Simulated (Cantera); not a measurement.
Feed: 1 mol TEOS, 3.4 mol N2O, 35 mol N2, equilibrated at 15.0 Pa.

Method: chemical equilibrium by Gibbs-energy minimisation in Cantera with the NASA 1993 tables (ideal gas, pure condensed phases). Candidate condensed phases: C, C6H6, C7H8, C8H18, H2O, Si, SiC, SiO2, Si2N2O, Si3N4; 151 gas species. The feed counts by its element totals alone. Rates play no part. All values below are at 625 °C.

Base state: N2 0.714, H2 0.186, CO 0.100 (mole fractions); condensed: C(graphite) + SiO2(β-quartz).

### Question
What changes in the equilibrium state with this change: pressure from 15.0 Pa to 13000 Pa?

### Answer
```
species               before    after
-------------------  -------  -------
N2                     0.714    0.722
H2                     0.186    0.180
CO                     0.100   0.0854
CO2                  8.88e-6  0.00557
NH3                  1.25e-8  1.04e-5
CH4                  1.66e-6  0.00135
H2O                  7.07e-6  0.00506
C(graphite), mol        2.60     3.09
SiO2(β-quartz), mol     1.00     1.00
```
